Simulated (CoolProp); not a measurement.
The fluoroketone C6F12O (FK-5-1-12) along the isobar 11.3 bar: fugacity coefficient from the reference equation and from simpler models built on Tc = 441.8 K, pc = 18.69 bar, ω = 0.471; each cubic takes its own stable root.

Computed with CoolProp (reference Helmholtz-energy equation of state, McLinden 2015).

| T (K) | phase | reference | van der Waals | Redlich-Kwong | Soave-Redlich-Kwong | Peng-Robinson |
|---|---|---|---|---|---|---|
| 374.8 | liquid | 0.3649 | 0.6601 | 0.5091 | 0.3742 | 0.3641 |
| 385.3 | liquid | 0.4496 | 0.7213 | 0.5867 | 0.4611 | 0.4483 |
| 395.7 | liquid | 0.5427 | 0.7638 | 0.6663 | 0.5560 | 0.5403 |
| 406.1 | liquid | 0.6438 | 0.7791 | 0.7423 | 0.6579 | 0.6394 |
| 416.6 | gas | 0.7422 | 0.7930 | 0.7616 | 0.7491 | 0.7316 |
| 427 | gas | 0.7668 | 0.8055 | 0.7787 | 0.7720 | 0.7543 |
| 437.4 | gas | 0.7879 | 0.8169 | 0.7940 | 0.7922 | 0.7745 |
| 447.9 | gas | 0.8065 | 0.8275 | 0.8081 | 0.8105 | 0.7928 |
| 458.3 | gas | 0.8229 | 0.8372 | 0.8207 | 0.8268 | 0.8092 |
| 468.7 | gas | 0.8375 | 0.8462 | 0.8323 | 0.8416 | 0.8242 |
| 479.1 | gas | 0.8506 | 0.8544 | 0.8429 | 0.8551 | 0.8378 |
| 489.6 | gas | 0.8625 | 0.8622 | 0.8527 | 0.8675 | 0.8504 |
| 500 | gas | 0.8733 | 0.8694 | 0.8617 | 0.8788 | 0.8619 |

At some of these states van der Waals, Redlich-Kwong gives the other phase, because its saturation line lies elsewhere.
